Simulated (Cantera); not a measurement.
Hydrogen reduction and annealing atmospheres: TiO2 + H2 + H2O

A closed system holds: 1 mol TiO2, a varied amount of H2, 8.2 mol H2O, held at 1473.15 K and 0.170 bar.

These are equilibrium values from Cantera (NASA tables, ideal gas, pure condensed phases), not measurements of a reactor. Candidate condensed phases: H2O, Ti, TiO, TiO2, Ti2O3, Ti3O5, Ti4O7; 12 gas species. Condensed phases not in the tables: Magnéli phases beyond Ti4O7. Gases not in the tables: TiO(OH)2. Rates play no part.

| n(H2) (mol) | x H2 | x H2O | x H | x OH | n TiO2(rutile) | n Ti4O7(s) |
|---|---|---|---|---|---|---|
| 1.8 | 0.180 | 0.820 | 1.30e-5 | 1.55e-6 | 1.00 | 0 |
| 3.7 | 0.311 | 0.689 | 1.71e-5 | 9.89e-7 | 1.00 | 0 |
| 7.8 | 0.487 | 0.512 | 2.15e-5 | 5.87e-7 | 1.00 | 0 |
| 17 | 0.675 | 0.325 | 2.52e-5 | 3.17e-7 | 1.00 | 0 |
| 35 | 0.810 | 0.190 | 2.77e-5 | 1.69e-7 | 1.00 | 0 |
| 74 | 0.900 | 0.0998 | 2.92e-5 | 8.41e-8 | 1.00 | 0 |
| 160 | 0.951 | 0.0488 | 3.00e-5 | 4.00e-8 | 1.00 | 0 |
| 330 | 0.976 | 0.0242 | 3.04e-5 | 1.96e-8 | 1.00 | 0 |
| 690 | 0.988 | 0.0121 | 3.06e-5 | 9.75e-9 | 0 | 0.250 |
| 1500 | 0.994 | 0.00560 | 3.07e-5 | 4.50e-9 | 0 | 0.250 |
x: gas mole fraction; n: condensed amount in mol.

From 1.8 mol H2 to 330 mol H2 the condensed part is TiO2(rutile). From 690 mol H2 to 1500 mol H2 the condensed part is Ti4O7(s).
